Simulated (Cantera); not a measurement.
A closed system holds: 1 mol SiCl4, 0.065 mol C2H4, 7 mol H2, at 20.0 mbar.

Method: chemical equilibrium by Gibbs-energy minimisation in Cantera with the NASA 1993 tables (ideal gas, pure condensed phases). Candidate condensed phases: C, C6H6, C7H8, C8H18, Si, SiC; 109 gas species. The tables' values for SiCl, SiCl3 are old estimates; treat these amounts as uncertain. Gases not in the tables: Si2H6 and higher silanes. Kinetics and transport are ignored. All values below are at 2448 K.

Base state: H2 0.511, HCl 0.257, H 0.101, SiCl2 0.0431, Cl 0.0359, Si 0.0347, SiCl 0.00893, SiC2 0.00309 (mole fractions); condensed: gas only.

What changes in the equilibrium state with this change: H2 from 7 to 88 mol?


```csv
species,before,after
H2,0.511,0.821
H,0.101,0.128
HCl,0.257,0.0365
SiCl2,0.0431,0.000143
Cl,0.0359,0.00402
Si,0.0347,0.00915
SiCl3,0.000141,5.22e-8
Si2C,0.00281,8.05e-5
SiCl,0.00893,0.000264
SiC2,0.00309,0.000138
```
The tables' values for SiCl are old estimates; treat these amounts as uncertain.

What changes in the equilibrium state with this change: pressure from 20.0 mbar to 11.0 mbar?


| species | before | after |
|---|---|---|
| H2 | 0.511 | 0.474 |
| HCl | 0.257 | 0.253 |
| H | 0.101 | 0.131 |
| Cl | 0.0359 | 0.0496 |
| SiCl2 | 0.0431 | 0.0316 |
| Si | 0.0347 | 0.0440 |
| SiCl3 | 0.000141 | 7.82e-5 |
| SiH2 | 9.38e-5 | 6.07e-5 |
